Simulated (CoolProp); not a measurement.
Tetradecamethylhexasiloxane (MD4M) at several states: Z from the reference equation and from simpler models built on Tc = 653.2 K, pc = 0.8286 MPa, ω = 0.800; each cubic takes its own stable root.

Computed with CoolProp (reference Helmholtz-energy equation of state, Thol 2019).

```json
[
 {"T (K)": "538.4", "p (MPa)": "0.124", "phase": "liquid", "reference": "0.02016"},
 {"T (K)": "377.9", "p (MPa)": "0.034", "phase": "liquid", "reference": "0.006139"},
 {"T (K)": "403.8", "p (MPa)": "0.0167", "phase": "liquid", "reference": "0.002915"},
 {"T (K)": "261.6", "p (MPa)": "3.22", "phase": "liquid", "reference": "0.7343"},
 {"T (K)": "451.4", "p (MPa)": "2.58", "phase": "liquid", "reference": "0.4246"}
]
```

Question: How far does each simpler model (Soave-Redlich-Kwong, Peng-Robinson) lie from the reference over these 5 states: mean and median of the absolute difference, and the worst?

Answer: 
- Soave-Redlich-Kwong: mean 15.0 %, median 14.0 %, worst +22.1 % at 261.6 K and 3.22 MPa
- Peng-Robinson: mean 2.9 %, median 1.4 %, worst +9.3 % at 261.6 K and 3.22 MPa
